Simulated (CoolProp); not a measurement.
Computed with CoolProp (reference Helmholtz-energy equation of state, Guder 2009).

Q: For sulfur hexafluoride, give the phase and the viscosity (µPa s) at 319.9 K and 1.27 MPa; 500.1 K and 1.27 MPa.

A: 
- 319.9 K and 1.27 MPa: gas; viscosity 16.7
- 500.1 K and 1.27 MPa: gas; viscosity 24.2

Viscosity comes from a separate model (Quiñones-Cisneros 2012).
